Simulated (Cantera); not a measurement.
**Thermodynamics of silicon epitaxy and polysilicon growth, feed SiH4 + H2 + HCl**

Feed: 1 mol SiH4, 85 mol H2, 4.2 mol HCl, held at 0.120 bar.

Equilibrium computed with Cantera from the NASA thermochemical tables; the gas is ideal and each condensed phase is pure. Candidate condensed phases: Si; 19 gas species. The tables' values for SiCl3 are old estimates; treat these amounts as uncertain. Rates play no part.

From 800 K to 950 K nothing is condensed. From 1000 K to 1300 K the condensed part is Si(s). The main Si-bearing gas is SiCl4 at 800 K and SiCl2 at 1300 K.

```json
[
 {"T (K)": "800", "log p H2": "-0.93", "log p HCl": "-3.30", "log p SiCl4": "-2.96", "log p SiHCl3": "-3.64", "log p SiCl2": "-7.66", "log p SiCl3": "-6.33", "n Si(s)": "0"},
 {"T (K)": "850", "log p H2": "-0.93", "log p HCl": "-3.22", "log p SiCl4": "-3.00", "log p SiHCl3": "-3.49", "log p SiCl2": "-6.70", "log p SiCl3": "-5.78", "n Si(s)": "0"},
 {"T (K)": "900", "log p H2": "-0.93", "log p HCl": "-3.14", "log p SiCl4": "-3.05", "log p SiHCl3": "-3.38", "log p SiCl2": "-5.87", "log p SiCl3": "-5.30", "n Si(s)": "0"},
 {"T (K)": "950", "log p H2": "-0.93", "log p HCl": "-3.07", "log p SiCl4": "-3.11", "log p SiHCl3": "-3.30", "log p SiCl2": "-5.16", "log p SiCl3": "-4.89", "n Si(s)": "0"},
 {"T (K)": "1000", "log p H2": "-0.93", "log p HCl": "-2.92", "log p SiCl4": "-3.16", "log p SiHCl3": "-3.32", "log p SiCl2": "-4.68", "log p SiCl3": "-4.61", "n Si(s)": "0.0587"},
 {"T (K)": "1050", "log p H2": "-0.93", "log p HCl": "-2.77", "log p SiCl4": "-3.23", "log p SiHCl3": "-3.38", "log p SiCl2": "-4.33", "log p SiCl3": "-4.41", "n Si(s)": "0.157"},
 {"T (K)": "1100", "log p H2": "-0.93", "log p HCl": "-2.64", "log p SiCl4": "-3.34", "log p SiHCl3": "-3.47", "log p SiCl2": "-4.03", "log p SiCl3": "-4.26", "n Si(s)": "0.266"},
 {"T (K)": "1150", "log p H2": "-0.93", "log p HCl": "-2.53", "log p SiCl4": "-3.50", "log p SiHCl3": "-3.60", "log p SiCl2": "-3.78", "log p SiCl3": "-4.16", "n Si(s)": "0.374"},
 {"T (K)": "1200", "log p H2": "-0.94", "log p HCl": "-2.45", "log p SiCl4": "-3.72", "log p SiHCl3": "-3.77", "log p SiCl2": "-3.60", "log p SiCl3": "-4.13", "n Si(s)": "0.465"},
 {"T (K)": "1250", "log p H2": "-0.94", "log p HCl": "-2.41", "log p SiCl4": "-4.01", "log p SiHCl3": "-3.99", "log p SiCl2": "-3.47", "log p SiCl3": "-4.17", "n Si(s)": "0.530"},
 {"T (K)": "1300", "log p H2": "-0.94", "log p HCl": "-2.38", "log p SiCl4": "-4.35", "log p SiHCl3": "-4.25", "log p SiCl2": "-3.39", "log p SiCl3": "-4.26", "n Si(s)": "0.565"}
]
```
log p: log10 of the partial pressure in bar; n: condensed amount in mol.
